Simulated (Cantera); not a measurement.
Feed: 1 mol CH4, 18 mol H2, equilibrated at 0.133 bar.

Method: chemical equilibrium by Gibbs-energy minimisation in Cantera with the NASA 1993 tables (ideal gas, pure condensed phases). Candidate condensed phases: C, C6H6, C7H8, C8H18; 76 gas species. Equilibrium is a limit: real reactors are often held back by kinetics, nucleation or transport.

### Question
What share of the C ends up in condensed phases as a function of T (°C), at 1300, 1400, 1500, 1600, 1700, 1800, 1900, 2000, 2100, 2200, 2300?

### Answer
```json
[
 {"T (°C)": "1300", "C condensed (%)": "99.4", "as": "C(graphite)"},
 {"T (°C)": "1400", "C condensed (%)": "99.4", "as": "C(graphite)"},
 {"T (°C)": "1500", "C condensed (%)": "99.2", "as": "C(graphite)"},
 {"T (°C)": "1600", "C condensed (%)": "98.6", "as": "C(graphite)"},
 {"T (°C)": "1700", "C condensed (%)": "97.3", "as": "C(graphite)"},
 {"T (°C)": "1800", "C condensed (%)": "95.0", "as": "C(graphite)"},
 {"T (°C)": "1900", "C condensed (%)": "91.1", "as": "C(graphite)"},
 {"T (°C)": "2000", "C condensed (%)": "85.0", "as": "C(graphite)"},
 {"T (°C)": "2100", "C condensed (%)": "75.7", "as": "C(graphite)"},
 {"T (°C)": "2200", "C condensed (%)": "62.4", "as": "C(graphite)"},
 {"T (°C)": "2300", "C condensed (%)": "43.8", "as": "C(graphite)"}
]
```
